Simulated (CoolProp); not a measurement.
A single-stage vapour-compression cycle with R507A: evaporating at 237.15 K (dew point), condensing at 305.15 K (bubble point), superheat 2 K, subcooling 2 K, compressor efficiency 0.9, no pressure losses. Each further row changes one setting.

The numbers come from the reference Helmholtz-energy equation of state, Lemmon 2003 in CoolProp. It is a pseudo-pure fit of the blend.

| case | cooling COP | pressure ratio | discharge temperature (K) | refrigerating effect (kJ/kg) | volumetric capacity (kJ/m³) |
|---|---|---|---|---|---|
| as stated | 2.02 | 9.29 | 320.4 | 100 | 879 |
| evaporating temperature 242.15 K | 2.31 | ___ | ___ | ___ | 1110 |
| condensing temperature 300.15 K | 2.31 | ___ | 314.8 | 108 | 947 |
| subcooling 7 K | 2.18 | 9.29 | 320.4 | 108 | ___ |
| superheat 12 K | ___ | 9.29 | 330.0 | 108 | 904 |
| compressor efficiency 0.8 | 1.80 | 9.29 | ___ | 100 | 879 |

**Question.** Some entries are withheld; supply them.

**Answer.** 
- evaporating temperature 242.15 K, pressure ratio: 7.52
- evaporating temperature 242.15 K, discharge temperature (K): 318.8
- evaporating temperature 242.15 K, refrigerating effect (kJ/kg): 103
- condensing temperature 300.15 K, pressure ratio: 8.17
- subcooling 7 K, volumetric capacity (kJ/m³): 948
- superheat 12 K, cooling COP: 2.07
- compressor efficiency 0.8, discharge temperature (K): 325.7
